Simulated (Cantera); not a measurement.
Cantera run:

```python
import numpy as np
import cantera as ct

gas_names = """
    C CH CH2 CH3 CH2OH CH3O CH4 CH3OH CN CO CO2 COOH C2 C2H CHCO,ketyl C2H2,acetylene C2H2,vinylidene
    CH2CO,ketene C2H3,vinyl CH3CN CH3CO,acetyl C2H4 C2H4O,ethylen CH3CHO,ethanal CH3COOH (HCOOH)2 C2H5
    C2H6 CH3OCH3 C2H5OH CCN CNC C2N2 C2O C3 C3H3,propargyl C3H4,allene C3H4,propyne C3H4,cyclo-
    C3H5,allyl C3H6,propylene C3H6,cyclo- C3H6O C3H7,n-propyl C3H7,i-propyl C3H8 C3H8O,1propanol
    C3H8O,2propanol C3O2 C4 C4H2 C4H4,1,3-cyclo- C4H6,butadiene C4H6,2-butyne C4H6,cyclo- C4H8,1-butene
    C4H8,cis2-buten C4H8,tr2-butene C4H8,isobutene C4H8,cyclo- (CH3COOH)2 C4H9,n-butyl C4H9,i-butyl
    C4H9,s-butyl C4H9,t-butyl C4H10,isobutane C4H10,n-butane C4N2 C5 C5H6,1,3cyclo- C5H8,cyclo-
    C5H10,1-pentene C5H10,cyclo- C5H11,pentyl C5H11,t-pentyl C5H12,n-pentane C5H12,i-pentane
    CH3C(CH3)2CH3 C6H2 C6H5,phenyl C6H5O,phenoxy C6H6 C6H5OH,phenol C6H10,cyclo- C6H12,1-hexene
    C6H12,cyclo- C6H13,n-hexyl C7H7,benzyl C7H8 C7H8O,cresol C7H14,1-heptene C7H15,n-heptyl
    C7H16,n-heptane C8H8,styrene C8H10,ethylbenz C8H16,1-octene C8H17,n-octyl C8H18,isooctane
    C8H18,n-octane C9H19,n-nonyl C10H8,naphthale C10H21,n-decyl C12H9,o-bipheny C12H10,bipheny Fe FeC5O5
    FeO Fe(OH)2 H HCN HCO HCCN HNC HNCO HNO HNO2 HNO3 HO2 H2 HCHO,formaldehy HCOOH H2O H2O2 N NCO NH NH2
    NH3 NH2OH NO NO2 NO3 N2 N2H2 N2H4 N2O O OH O2 O3
""".split()
cond_names = """
    C(gr) C6H6(L) C7H8(L) C8H18(L),n-octa Fe(a) Fe(c) Fe(d) Fe(L) FeC5O5(L) FeO(s) FeO(L) Fe(OH)2(s)
    Fe(OH)3(s) Fe2O3(s) Fe3O4(s) H2O(s) H2O(L)
""".split()


def load(file, names, dense=False):
    # The tables refer to 1 bar. Condensed volumes are neglected.
    table = {s.name: s for s in ct.Species.list_from_file(file)}
    out = []
    for n in names:
        d = dict(table[n].input_data)
        d["thermo"] = dict(d["thermo"], **{"reference-pressure": 1e5})
        if dense:
            d["equation-of-state"] = {"model": "constant-volume", "density": "1e6 g/cm^3"}
        out.append(ct.Species.from_dict(d))
    return out


gas = ct.Solution(thermo="ideal-gas", species=load("nasa_gas.yaml", gas_names))
cond = {s.name: ct.Solution(thermo="fixed-stoichiometry", species=[s], name=s.name)
        for s in load("nasa_condensed.yaml", cond_names, dense=True)}
atoms = {
    'Fe(CO)5': {'Fe': 1, 'C': 5, 'O': 5},
    'H2': {'H': 2},
    'N2': {'N': 2},
}
top_T = {'C(gr)': 4500, 'Fe2O3(s)': 1830, 'Fe3O4(s)': 1870}  # K; cautious upper limits of use, not melting points


def equilibrate(T, P, feed):
    n = {}
    for name, mol in feed.items():
        for a, k in atoms[name].items():
            n[a] = n.get(a, 0.0) + k * mol
    gas.TPX = T, P, n
    mass = sum(n.values()) * gas.mean_molecular_weight
    gas.equilibrate("TP")
    valid = [c for c in cond.values() if c.min_temp <= T <= top_T.get(c.name, c.max_temp)]
    mix = ct.Mixture([(gas, mass / gas.mean_molecular_weight)] + [(c, 0.0) for c in valid])
    mix.T, mix.P = T, P
    mix.equilibrate("TP", solver="vcs", rtol=1e-11, max_steps=5000)
    return mix


results = []
feed = {'Fe(CO)5': 1, 'H2': 1.6, 'N2': 4.2}  # mol
T = 1073  # K
P = 10000  # Pa
mix = equilibrate(T, P, feed)
results.append((T, P, feed, dict(zip(mix.species_names, mix.species_moles))))
x = sorted(zip(gas.X, gas.species_names), reverse=True)
print(f"T = {T:g} K  P = {P:g} Pa  gas = {mix.phase_moles(0):.4g} mol")
print("   x: " + "  ".join(f"{s} {v:.3e}" for v, s in x if v > 0.0001))
print("   condensed (mol): " + ("  ".join(f"{mix.phase(i).name} {mix.phase_moles(i):.4g}"
      for i in range(1, mix.n_phases) if mix.phase_moles(i) > 1e-12) or "none"))
```

It prints:

```
T = 1073 K  P = 10000 Pa  gas = 10.76 mol
   x: CO 4.580e-01  N2 3.904e-01  H2 1.476e-01  CO2 2.954e-03  H2O 8.791e-04  CH4 1.002e-04
   condensed (mol): C(gr) 0.04012  Fe(a) 1
```

Method: chemical equilibrium by Gibbs-energy minimisation in Cantera with the NASA 1993 tables (ideal gas, pure condensed phases). Condensed phases not in the tables: cementite and carbon dissolved in iron.
